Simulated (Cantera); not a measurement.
Input: 1 mol Cr, 0.94 mol NH₃, 2.7 mol N₂, at 2398.15 K and 3.20 Pa.

Method: chemical equilibrium by Gibbs-energy minimisation in Cantera with the NASA 1993 tables (ideal gas, pure condensed phases). Candidate condensed phases: Cr, CrN, Cr₂N; 11 gas species. Equilibrium is a limit: real reactors are often held back by kinetics, nucleation or transport.

Base state: N₂ 0.462, H 0.375, Cr 0.146, H₂ 0.0181, N 1.31e-5 (mole fractions); condensed: gas only.

What changes in the equilibrium state with this change: NH₃ from 0.94 to 0.4 mol?


| species | before | after |
|---|---|---|
| N₂ | 0.462 | 0.572 |
| H | 0.375 | 0.224 |
| Cr | 0.146 | 0.197 |
| H₂ | 0.0181 | 0.00645 |
| N | 1.31e-5 | 1.46e-5 |
